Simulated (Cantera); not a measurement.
A Cantera script and what it prints.

```python
import numpy as np
import cantera as ct

gas_names = """
    H H2 Si SiH SiH2 SiH3 SiH4 Si2 Si3
""".split()
cond_names = """
    Si(cr) Si(L)
""".split()


def load(file, names, dense=False):
    # The tables refer to 1 bar. Condensed volumes are neglected.
    table = {s.name: s for s in ct.Species.list_from_file(file)}
    out = []
    for n in names:
        d = dict(table[n].input_data)
        d["thermo"] = dict(d["thermo"], **{"reference-pressure": 1e5})
        if dense:
            d["equation-of-state"] = {"model": "constant-volume", "density": "1e6 g/cm^3"}
        out.append(ct.Species.from_dict(d))
    return out


gas = ct.Solution(thermo="ideal-gas", species=load("nasa_gas.yaml", gas_names))
cond = {s.name: ct.Solution(thermo="fixed-stoichiometry", species=[s], name=s.name)
        for s in load("nasa_condensed.yaml", cond_names, dense=True)}
atoms = {
    'SiH4': {'Si': 1, 'H': 4},
    'H2': {'H': 2},
}
top_T = {}  # K; cautious upper limits of use, not melting points


def equilibrate(T, P, feed):
    n = {}
    for name, mol in feed.items():
        for a, k in atoms[name].items():
            n[a] = n.get(a, 0.0) + k * mol
    gas.TPX = T, P, n
    mass = sum(n.values()) * gas.mean_molecular_weight
    gas.equilibrate("TP")
    valid = [c for c in cond.values() if c.min_temp <= T <= top_T.get(c.name, c.max_temp)]
    mix = ct.Mixture([(gas, mass / gas.mean_molecular_weight)] + [(c, 0.0) for c in valid])
    mix.T, mix.P = T, P
    mix.equilibrate("TP", solver="vcs", rtol=1e-11, max_steps=5000)
    return mix


results = []
feed = {'SiH4': 1, 'H2': 4.1}  # mol
T = 1773  # K
P = 330  # Pa
mix = equilibrate(T, P, feed)
results.append((T, P, feed, dict(zip(mix.species_names, mix.species_moles))))
print(gas.report(threshold=0.0001))
for i in range(1, mix.n_phases):
    print(f"{mix.phase(i).name:16s} {mix.phase_moles(i):12.5e} mol")
```

Result:

```
       temperature   1773 K
          pressure   330 Pa
           density   4.5444e-05 kg/m^3
  mean mol. weight   2.03 kg/kmol
   phase of matter   gas

                          1 kg             1 kmol
                     ---------------   ---------------
          enthalpy        2.2967e+07        4.6625e+07  J
   internal energy        1.5706e+07        3.1883e+07  J
           entropy        1.1432e+05        2.3207e+05  J/K
    Gibbs function       -1.7972e+08       -3.6483e+08  J
 heat capacity c_p             16420             33333  J/K
 heat capacity c_v             12324             25018  J/K

                      mass frac. Y      mole frac. X     chem. pot. / RT
                     ---------------   ---------------   ---------------
                 H          0.002452         0.0049381           -12.411
                H2           0.98746           0.99434           -24.823
                Si         0.0089304        0.00064551           -5.1794
     [   +6 minor]         0.0011535        7.4653e-05

Si(L)             9.95561e-01 mol
```

Method: chemical equilibrium by Gibbs-energy minimisation in Cantera with the NASA 1993 tables (ideal gas, pure condensed phases). Gases not in the tables: Si2H6 and higher silanes.
